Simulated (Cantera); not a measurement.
Charge: 1 mol PH3, 0.022 mol O2, at 2573 K and 220 bar.

Method: chemical equilibrium by Gibbs-energy minimisation in Cantera with the NASA 1993 tables (ideal gas, pure condensed phases). Candidate condensed phases: H2O, P, P4O10; 17 gas species. The ideal-gas law is rough above about 30 bar. Gases not in the tables: HPO2, HPO3 and P4O6. Kinetics and transport are ignored.

Base state: H2 0.731, P2 0.228, H2O 0.0189, P4 0.00965, PH3 0.00454, PO 0.00318, PH 0.00221, H 0.00198 (mole fractions); condensed: gas only.

Problem. What changes in the equilibrium state with this change: temperature from 2573 K to 3273 K?

Solution. 
```json
[
 {"species": "H2", "before": "0.731", "after": "0.709"},
 {"species": "P2", "before": "0.228", "after": "0.230"},
 {"species": "H", "before": "0.00198", "after": "0.0193"},
 {"species": "PH", "before": "0.00221", "after": "0.0115"},
 {"species": "H2O", "before": "0.0189", "after": "0.0120"},
 {"species": "P", "before": "0.000377", "after": "0.00469"},
 {"species": "OH", "before": "1.15e-5", "after": "0.000132"},
 {"species": "P4", "before": "0.00965", "after": "0.00121"},
 {"species": "PO", "before": "0.00318", "after": "0.00935"}
]
```
